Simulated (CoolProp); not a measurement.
Properties of dimethyl carbonate along the isotherm 600 K (Tc = 557.0 K, pc = 49.09 bar, ω = 0.346).

Computed with CoolProp (reference Helmholtz-energy equation of state, Zhou 2011).

```json
[
 {"p (bar)": "0.233", "phase": "gas", "expansivity (1/kK)": "1.674", "fugacity coefficient": "0.9987"},
 {"p (bar)": "0.441", "phase": "gas", "expansivity (1/kK)": "1.680", "fugacity coefficient": "0.9976"},
 {"p (bar)": "0.837", "phase": "gas", "expansivity (1/kK)": "1.692", "fugacity coefficient": "0.9954"},
 {"p (bar)": "1.59", "phase": "gas", "expansivity (1/kK)": "1.716", "fugacity coefficient": "0.9913"},
 {"p (bar)": "3.01", "phase": "gas", "expansivity (1/kK)": "1.762", "fugacity coefficient": "0.9835"},
 {"p (bar)": "5.7", "phase": "gas", "expansivity (1/kK)": "?", "fugacity coefficient": "0.9689"},
 {"p (bar)": "10.8", "phase": "gas", "expansivity (1/kK)": "2.055", "fugacity coefficient": "0.9414"},
 {"p (bar)": "20.5", "phase": "gas", "expansivity (1/kK)": "2.548", "fugacity coefficient": "0.8903"},
 {"p (bar)": "38.8", "phase": "gas", "expansivity (1/kK)": "4.270", "fugacity coefficient": "0.7964"},
 {"p (bar)": "73.6", "phase": "supercritical", "expansivity (1/kK)": "?", "fugacity coefficient": "?"}
]
```

Q: Complete the blanks.

A: 
- 5.7, expansivity (1/kK): 1.855
- 73.6, expansivity (1/kK): 17.21
- 73.6, fugacity coefficient: 0.6248
